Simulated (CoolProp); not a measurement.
Carbon monoxide along the isotherm -63.85 °C: density (kg/m³) from the reference equation and from simpler models built on Tc = -140.3 °C, pc = 3.498 MPa, ω = 0.050; each cubic takes its own stable root.

The numbers come from the reference Helmholtz-energy equation of state, Lemmon 2006 in CoolProp. It is a short technical equation, of lower accuracy than the large ones.

| p (MPa) | phase | reference |
|---|---|---|
| 0.194 | gas | 3.136 |
| 0.389 | gas | 6.315 |
| 0.583 | gas | 9.505 |
| 0.777 | gas | 12.72 |
| 0.972 | gas | 15.98 |
| 1.17 | gas | 19.32 |
| 1.36 | gas | 22.55 |
| 1.55 | gas | 25.81 |
| 1.75 | gas | 29.26 |

How far does each simpler model (ideal gas, Redlich-Kwong, Soave-Redlich-Kwong, Peng-Robinson) lie from the reference over these 9 states: mean and median of the absolute difference, and the worst?


- ideal gas: mean 2.1 %, median 2.1 %, worst -3.7 % at -63.85 °C and 1.75 MPa
- Redlich-Kwong: mean 0.2 %, median 0.2 %, worst +0.3 % at -63.85 °C and 1.75 MPa
- Soave-Redlich-Kwong: mean 0.2 %, median 0.1 %, worst -0.3 % at -63.85 °C and 1.75 MPa
- Peng-Robinson: mean 0.5 %, median 0.5 %, worst +0.9 % at -63.85 °C and 1.75 MPa
